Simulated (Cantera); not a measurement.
What does this Cantera script print?

```python
import numpy as np
import cantera as ct

gas = ct.Solution("h2o2.yaml")
gas.TPX = 1125, 2666, {'H2': 0.018, 'O2': 1}
inlet = ct.Reservoir(gas, clone=True)

reactor = ct.IdealGasConstPressureReactor(gas, energy="off", clone=False)
exhaust = ct.Reservoir(gas, clone=True)
tau = [0.52, 0.21, 0.085, 0.035, 0.014, 0.0057, 0.0023, 0.00094, 0.00038][0]
for a, b in ((inlet, reactor), (reactor, exhaust)):
    ct.MassFlowController(a, b, mdot=lambda t: reactor.mass / tau)
net = ct.ReactorNet([reactor])
show = ['H2', 'O2', 'H2O', 'OH', 'H', 'O']

rows = []
print(f"{'tau/s':>10s}{'T/K':>9s}" + "".join(f"{s:>11s}" for s in show))
for tau in [0.52, 0.21, 0.085, 0.035, 0.014, 0.0057, 0.0023, 0.00094, 0.00038]:
    net.initial_time = 0.0
    net.advance(30 * tau)
    before = gas.X
    net.advance(40 * tau)
    drift = np.max(np.abs(gas.X - before) / (gas.X + 1e-9))
    rows.append([gas.T, *gas[show].X, drift])
    print(f"{tau:10.3e}{gas.T:9.1f}" + "".join(f"{x:11.3e}" for x in gas[show].X))
```

Result:

```
     tau/s      T/K         H2         O2        H2O         OH          H          O
 5.200e-01   1125.0  1.166e-04  9.807e-01  1.751e-02  3.518e-04  4.503e-05  1.238e-03
 2.100e-01   1125.0  1.935e-04  9.798e-01  1.733e-02  4.813e-04  1.042e-04  2.089e-03
 8.500e-02   1125.0  3.237e-04  9.784e-01  1.703e-02  6.570e-04  2.295e-04  3.357e-03
 3.500e-02   1125.0  5.479e-04  9.766e-01  1.656e-02  8.867e-04  4.627e-04  4.984e-03
 1.400e-02   1125.0  9.768e-04  9.745e-01  1.575e-02  1.194e-03  8.543e-04  6.758e-03
 5.700e-03   1125.0  1.794e-03  9.728e-01  1.448e-02  1.562e-03  1.346e-03  7.980e-03
 2.300e-03   1125.0  3.429e-03  9.724e-01  1.243e-02  1.942e-03  1.753e-03  8.026e-03
 9.400e-04   1125.0  6.562e-03  9.739e-01  9.216e-03  2.116e-03  1.704e-03  6.501e-03
 3.800e-04   1125.0  1.227e-02  9.779e-01  4.236e-03  1.502e-03  8.519e-04  3.196e-03
```

Computed with Cantera and the H2/O2 subset of GRI-Mech 3.0, which has no nitrogen chemistry. Radical loss at walls, strong at low pressure, is not modelled.
